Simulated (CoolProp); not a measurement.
Cyclopentane at several states: density (kg/m³) from the reference equation and from simpler models built on Tc = 511.7 K, pc = 4.583 MPa, ω = 0.202; each cubic takes its own stable root.

Model: reference Helmholtz-energy equation of state, Gedanitz 2015, in CoolProp.

```
T (K)  p (MPa)   phase  reference  van der Waals  Redlich-Kwong  Soave-Redlich-Kwong
-----  -------  ------  ---------  -------------  -------------  -------------------
337.4    0.673  liquid          …          445.9              …                669.8
222.8     2.47  liquid          …              …              …                    …
448.5     12.1  liquid      596.1              …          554.6                565.6
286.2     11.3  liquid      761.6          497.0              …                732.3
```

Problem. Complete the blanks.

Solution. 
- 337.4, reference: 700.7
- 337.4, Redlich-Kwong: 652.3
- 222.8, reference: 812.3
- 222.8, van der Waals: 515.3
- 222.8, Redlich-Kwong: 764.9
- 222.8, Soave-Redlich-Kwong: 771.5
- 448.5, van der Waals: 415.1
- 286.2, Redlich-Kwong: 721.7
